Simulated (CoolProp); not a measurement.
Hexamethyldisiloxane (MM) at several states: Z from the reference equation and from simpler models built on Tc = 518.7 K, pc = 1.931 MPa, ω = 0.418; each cubic takes its own stable root.

The numbers come from the reference Helmholtz-energy equation of state, Thol 2016 in CoolProp.

| T (K) | p (MPa) | phase | reference |
|---|---|---|---|
| 374.1 | 0.506 | liquid | 0.03910 |
| 595.4 | 0.0938 | gas | 0.9894 |
| 406 | 4.8 | liquid | 0.3541 |

Question: How far does each simpler model (Redlich-Kwong, Peng-Robinson) lie from the reference over these 3 states: mean and median of the absolute difference, and the worst?

Answer: 
- Redlich-Kwong: mean 8.5 %, median 11.1 %, worst +14.5 % at 374.1 K and 0.506 MPa
- Peng-Robinson: mean 3.9 %, median 5.5 %, worst -6.2 % at 406 K and 4.8 MPa
